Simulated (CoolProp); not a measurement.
Sulfur hexafluoride along the isotherm 362.6 K: density (kg/m³) from the reference equation and from simpler models built on Tc = 318.7 K, pc = 3.755 MPa, ω = 0.210; each cubic takes its own stable root.

Values from CoolProp's reference Helmholtz-energy equation of state, Guder 2009.

| p (MPa) | phase | reference | van der Waals | Redlich-Kwong | Peng-Robinson |
|---|---|---|---|---|---|
| 2.89 | gas | 171.5 | 173.7 | 174.6 | 176.2 |
| 5.78 | supercritical | 472.2 | 544.2 | 498.6 | 483.0 |
| 8.67 | supercritical | 879.1 | 820.2 | 863.3 | 854.5 |
| 11.6 | supercritical | 1080 | 924.5 | 1043 | 1075 |
| 14.4 | supercritical | 1184 | 986.7 | 1150 | 1209 |
| 17.3 | supercritical | 1258 | 1034 | 1231 | 1309 |
| 20.2 | supercritical | 1313 | 1071 | 1296 | 1388 |
| 23.1 | supercritical | 1358 | 1102 | 1349 | 1452 |
| 26 | supercritical | 1395 | 1128 | 1394 | 1507 |
| 28.9 | supercritical | 1428 | 1151 | 1434 | 1554 |
| 31.8 | supercritical | 1456 | 1171 | 1469 | 1596 |
| 34.7 | supercritical | 1482 | 1188 | 1500 | 1633 |
| 37.5 | supercritical | 1505 | 1204 | 1528 | 1665 |
